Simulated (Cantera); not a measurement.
Feed: 1 mol SiH4, 180 mol H2, equilibrated at 18.0 Torr.

These are equilibrium values from Cantera (NASA tables, ideal gas, pure condensed phases), not measurements of a reactor. Candidate condensed phases: Si; 9 gas species. Gases not in the tables: Si2H6 and higher silanes. Rates play no part.

**Question.** Which condensed phases are stable at each of these points (T (K)): 898, 998, 1098, 1198, 1298, 1398, 1498, 1598, 1698, 1798?

**Answer.** 
```csv
T (K),condensed phases,Si condensed (%)
898,Si(s),100.0
998,Si(s),100.0
1098,Si(s),100.0
1198,Si(s),100.0
1298,Si(s),100.0
1398,Si(s),100.0
1498,Si(s),100.0
1598,Si(s),99.8
1698,Si(l),99.1
1798,Si(l),96.7
```

From 898 K to 1598 K the condensed part is Si(s). From 1698 K to 1798 K the condensed part is Si(l).
